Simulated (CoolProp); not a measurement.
Vapour-liquid equilibrium of n-perfluorobutane (1) + R365MFC (2) at 3.25 °C; x and y are mole fractions of (1).

Model: multi-fluid Helmholtz-energy mixture model, Gao 2022 and Lemmon 2016; pair parameters Bell 2016, in CoolProp.

```json
[
 {"x": "0.05", "bubble pressure (kPa)": "49.52", "y at the bubble point": "0.576", "dew pressure at overall composition x (kPa)": "22.77", "liquid density (mol/L)": "8.651"},
 {"x": "0.125", "bubble pressure (kPa)": "75.43", "y at the bubble point": "0.733", "dew pressure at overall composition x (kPa)": "24.68", "liquid density (mol/L)": "8.441"},
 {"x": "0.2", "bubble pressure (kPa)": "89.71", "y at the bubble point": "0.784", "dew pressure at overall composition x (kPa)": "26.94", "liquid density (mol/L)": "8.237"},
 {"x": "0.275", "bubble pressure (kPa)": "97.59", "y at the bubble point": "0.807", "dew pressure at overall composition x (kPa)": "29.64", "liquid density (mol/L)": "8.042"},
 {"x": "0.35", "bubble pressure (kPa)": "102.1", "y at the bubble point": "0.820", "dew pressure at overall composition x (kPa)": "32.95", "liquid density (mol/L)": "7.855"},
 {"x": "0.425", "bubble pressure (kPa)": "105.1", "y at the bubble point": "0.829", "dew pressure at overall composition x (kPa)": "37.08", "liquid density (mol/L)": "7.677"},
 {"x": "0.5", "bubble pressure (kPa)": "107.4", "y at the bubble point": "0.837", "dew pressure at overall composition x (kPa)": "42.38", "liquid density (mol/L)": "7.508"},
 {"x": "0.575", "bubble pressure (kPa)": "109.6", "y at the bubble point": "0.845", "dew pressure at overall composition x (kPa)": "49.41", "liquid density (mol/L)": "7.349"},
 {"x": "0.65", "bubble pressure (kPa)": "112.1", "y at the bubble point": "0.856", "dew pressure at overall composition x (kPa)": "59.17", "liquid density (mol/L)": "7.198"},
 {"x": "0.725", "bubble pressure (kPa)": "114.7", "y at the bubble point": "0.871", "dew pressure at overall composition x (kPa)": "73.44", "liquid density (mol/L)": "7.058"},
 {"x": "0.8", "bubble pressure (kPa)": "117.7", "y at the bubble point": "0.892", "dew pressure at overall composition x (kPa)": "95.19", "liquid density (mol/L)": "6.927"},
 {"x": "0.875", "bubble pressure (kPa)": "120.6", "y at the bubble point": "0.922", "dew pressure at overall composition x (kPa)": "115.3", "liquid density (mol/L)": "6.806"},
 {"x": "0.95", "bubble pressure (kPa)": "123.3", "y at the bubble point": "0.963", "dew pressure at overall composition x (kPa)": "122.6", "liquid density (mol/L)": "6.695"}
]
```

No azeotrope shows between x = 0.05 and 0.95.

The pair parameters rest on a limited set of measurements; away from them the model extrapolates. With so large a gap from Raoult's law the liquid may split in two, which this calculation doesn't test in full.
